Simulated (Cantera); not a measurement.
# Hydrocarbon pyrolysis for carbon deposition

An isothermal, constant-pressure homogeneous reactor starts with C2H6 : N2 = 1 : 2.7 (molar parts), at 1950 K and 1.00 bar.

Detailed kinetics in Cantera: GRI-Mech 3.0 (53 species, 325 reactions). GRI-Mech 3.0 stops at C3 and has no aromatics, soot or wall deposition, so with more carbon than oxygen in the feed, carbon stays in small species such as C2H2 where larger ones or solid carbon would form.

```tsv
t (s)	x C2H6	x HCN	x CH2	x C2H	x C2H4	x C2H2
1.00e-6	0.201	2.36e-7	0.000126	4.15e-8	0.0146	0.000136
7.50e-6	0.0137	3.37e-6	9.30e-5	1.00e-5	0.0870	0.0531
5.62e-5	0.000183	4.11e-6	5.60e-6	4.23e-6	0.0179	0.133
0.000422	6.83e-5	4.47e-6	3.50e-6	4.43e-6	0.00145	0.155
0.00316	6.30e-6	6.37e-6	1.32e-6	5.05e-6	0.000588	0.169
0.0237	2.35e-7	9.86e-6	2.63e-7	5.33e-6	0.000540	0.174
0.178	1.18e-7	2.02e-5	1.69e-7	5.35e-6	0.000541	0.174
1.33	1.18e-7	0.000120	1.69e-7	5.35e-6	0.000541	0.174
10.0	1.18e-7	0.000927	1.69e-7	5.34e-6	0.000540	0.174
```
x: mole fraction; the columns are a selection and need not sum to one.

Equilibrium at this temperature and pressure: C2H6 7.17e-8, HCN 0.138, CH2 1.32e-7, C2H 3.24e-6, C2H4 0.000328, C2H2 0.105 (gas phase only).
